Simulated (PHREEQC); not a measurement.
Dissolve 0.036 mol NaOH and 0.012 mol K3PO4 per kg of water at 65 °C and 300 atm. Closed to the air; pH follows from the charge balance.

Model: ion-association model, phreeqc.dat, run in PHREEQC.

Q: The ionic strength comes out as 0.0956 mol/kgw. What activity coefficients do NaHPO4-, PO4-3, Na+, HPO4-2, KHPO4- get?

A: NaHPO4- 0.78, PO4-3 0.086, Na+ 0.78, HPO4-2 0.36, KHPO4- 0.78.

Precipitation was switched off in this run. Complexes and solids missing from the database can't appear. Under pressure, the constants of complexes without a molar volume in the database are unreliable. At this temperature some constants are extrapolated from 25 °C, and those without enthalpy data are left unchanged.
